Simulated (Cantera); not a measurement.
What does this Cantera script print?

```python
import numpy as np
import cantera as ct

gas = ct.Solution("gri30.yaml")
gas.TPX = 1050, 110000, {'CH3OH': 1, 'O2': 2.42, 'N2': 9.1}
reactor = ct.IdealGasConstPressureReactor(gas, energy="on", clone=False)
net = ct.ReactorNet([reactor])
net.rtol, net.atol = 1e-08, 1e-16
show = ['CH3OH', 'O2', 'OH', 'CO2', 'NO', 'H2']
times = np.geomspace(4e-06, 3, 12)

steps = ct.SolutionArray(gas, extra=["t"])
rows = []
print(f"{'t/s':>10s}{'T/K':>9s}{'P/Pa':>11s}" + "".join(f"{s:>11s}" for s in show))
for t in times:
    while net.time < t:
        t_next = net.step()
        steps.append(gas.state, t=t_next)
    rows.append([np.interp(t, steps.t, y) for y in (steps.T, steps.P, *steps(*show).X.T)])
    print(f"{t:10.3e}{rows[-1][0]:9.1f}{rows[-1][1]:11.4g}" + "".join(f"{x:11.3e}" for x in rows[-1][2:]))
rate = np.gradient(steps.T, steps.t)
print("integrator steps:", len(steps.t))
if steps.T.max() > steps.T[0] + 200:
    print(f"time of steepest temperature rise: {steps.t[rate.argmax()]:.4e} s")
gas.TPX = 1050, 110000, {'CH3OH': 1, 'O2': 2.42, 'N2': 9.1}
gas.equilibrate("HP")
print(f"equilibrium (HP): T = {gas.T:.1f} K  " + "  ".join(f"{s} {gas[s].X[0]:.3e}" for s in show))
```

Output:

```
       t/s      T/K       P/Pa      CH3OH         O2         OH        CO2         NO         H2
 4.000e-06   1050.0    1.1e+05  7.987e-02  1.933e-01  3.586e-12  9.730e-12  6.075e-25  6.598e-11
 1.368e-05   1050.0    1.1e+05  7.987e-02  1.933e-01  3.600e-12  3.369e-11  2.723e-24  2.639e-10
 4.680e-05   1050.0    1.1e+05  7.987e-02  1.933e-01  3.627e-12  1.156e-10  1.026e-23  9.571e-10
 1.601e-04   1050.0    1.1e+05  7.987e-02  1.933e-01  3.668e-12  3.959e-10  3.701e-23  3.433e-09
 5.476e-04   1050.0    1.1e+05  7.987e-02  1.933e-01  3.685e-12  1.355e-09  1.305e-22  1.218e-08
 1.873e-03   1050.0    1.1e+05  7.987e-02  1.933e-01  3.704e-12  4.634e-09  4.534e-22  4.254e-08
 6.407e-03   1050.0    1.1e+05  7.987e-02  1.933e-01  4.012e-12  1.585e-08  1.620e-21  1.512e-07
 2.191e-02   1050.0    1.1e+05  7.987e-02  1.933e-01  9.140e-12  5.426e-08  8.464e-21  6.434e-07
 7.496e-02   1050.0    1.1e+05  7.985e-02  1.933e-01  1.063e-10  1.876e-07  3.116e-19  7.323e-06
 2.564e-01   2293.8    1.1e+05  1.066e-19  6.761e-02  6.437e-03  7.343e-02  5.314e-03  1.097e-03
 8.771e-01   2289.0    1.1e+05  1.022e-19  6.624e-02  6.293e-03  7.350e-02  8.099e-03  1.079e-03
 3.000e+00   2289.0    1.1e+05  1.022e-19  6.624e-02  6.293e-03  7.350e-02  8.100e-03  1.079e-03
integrator steps: 2499
time of steepest temperature rise: 1.6725e-01 s
equilibrium (HP): T = 2289.0 K  CH3OH 1.053e-19  O2 6.624e-02  OH 6.293e-03  CO2 7.350e-02  NO 8.100e-03  H2 1.079e-03
```

Model: GRI-Mech 3.0 (53 species, 325 reactions), integrated in Cantera. GRI-Mech 3.0 was tuned for natural gas; its chemistry of methanol as a main component is partial and can be far from experiment.
